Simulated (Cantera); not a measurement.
Input (Python, Cantera) and output of one run.

```python
import numpy as np
import cantera as ct

gas_names = [...]  # 58 gases of nasa_gas.yaml made of F, H, N, O, Si
cond_names = """
    H2O(s) H2O(L) Si(cr) Si(L) SiO2(Lqz) SiO2(hqz) SiO2(L) Si2N2O(s) Si3N4(a)
""".split()


# ... load() reads the species with a 1 bar reference pressure and builds the phases ...
atoms = {
    'Si3N4': {'Si': 3, 'N': 4},
    'HF': {'H': 1, 'F': 1},
    'N2': {'N': 2},
    'O2': {'O': 2},
}
top_T = {'Si2N2O(s)': 2100, 'Si3N4(a)': 2400}  # K; cautious upper limits of use, not melting points


# ... equilibrate(T, P, feed) seeds the gas with the atoms and calls Mixture.equilibrate('TP', solver="vcs", rtol=1e-11, max_steps=5000) ...
results = []
T = 1923.15  # K
P = 1000  # Pa
for m in [1.6, 1.8, 2.1, 2.4, 2.8, 3.2, 3.7, 4.2, 4.9, 5.6, 6.5, 7.4]:
    feed = {'Si3N4': 1, 'HF': 2.4, 'N2': 14, 'O2': m}  # mol
    mix = equilibrate(T, P, feed)
    results.append((T, P, feed, dict(zip(mix.species_names, mix.species_moles))))

top = {s: max(r[3][s] / sum(r[3][g] for g in gas_names) for r in results) for s in gas_names}
cols = sorted((s for s in top if top[s] > 1e-06), key=lambda s: -top[s])[:9]
seen = [c for c in cond_names if any(r[3].get(c, 0) > 1e-12 for r in results)]
print("log10 of partial pressures in bar; condensed amounts in mol")
print(f"{'n(O2)':>10s}" + "".join(f"{s[:9]:>10s}" for s in cols + seen))
for T, P, feed, n in results:
    ng = sum(n[g] for g in gas_names)
    print(f"{feed['O2']:10.4g}" + "".join(f"{np.log10(max(n[s] / ng * P / 1e5, 1e-99)):10.3f}" for s in cols)
          + "".join(f"{n.get(c, 0):10.4g}" for c in seen))
```

It prints:

```
log10 of partial pressures in bar; condensed amounts in mol
     n(O2)        N2        O2        HF       SiO        H2      SiF4        NO      SiF3       H2O   SiO2(L)
       1.6    -2.106   -11.054    -3.168    -2.961    -3.627    -4.080    -8.401    -4.317    -5.352    0.4775
       1.8    -2.099   -10.915    -3.143    -3.030    -3.646    -4.085    -8.327    -4.356    -5.301    0.8588
       2.1    -2.087   -10.646    -3.102    -3.165    -3.688    -4.103    -8.187    -4.437    -5.209     1.424
       2.4    -2.076   -10.251    -3.053    -3.362    -3.765    -4.148    -7.984    -4.569    -5.088     1.978
       2.8    -2.064    -9.123    -2.966    -3.926    -4.059    -4.342    -7.414    -4.996    -4.818     2.676
       3.2    -2.065    -4.006    -2.913    -6.485    -6.295    -4.771    -4.856    -6.597    -4.496     2.967
       3.7    -2.077    -3.456    -2.924    -6.760    -6.587    -4.783    -4.587    -6.743    -4.514     2.968
       4.2    -2.089    -3.229    -2.935    -6.873    -6.718    -4.795    -4.479    -6.810    -4.530     2.968
       4.9    -2.104    -3.041    -2.951    -6.967    -6.833    -4.813    -4.393    -6.870    -4.551     2.968
       5.6    -2.119    -2.918    -2.965    -7.029    -6.915    -4.830    -4.339    -6.914    -4.572     2.968
       6.5    -2.138    -2.806    -2.983    -7.085    -6.997    -4.852    -4.292    -6.958    -4.597     2.969
       7.4    -2.155    -2.723    -3.001    -7.126    -7.062    -4.873    -4.260    -6.995    -4.622     2.969
```

Cantera equilibrium calculation (NASA polynomials, part measured and part estimated; ideal gas, pure solids and liquids). The tables' values for SiF3, SiF2 are old estimates; treat these amounts as uncertain. The tables hold silica as quartz up to 1696 K and as liquid above; real silica turns to tridymite and cristobalite and melts near 1996 K.
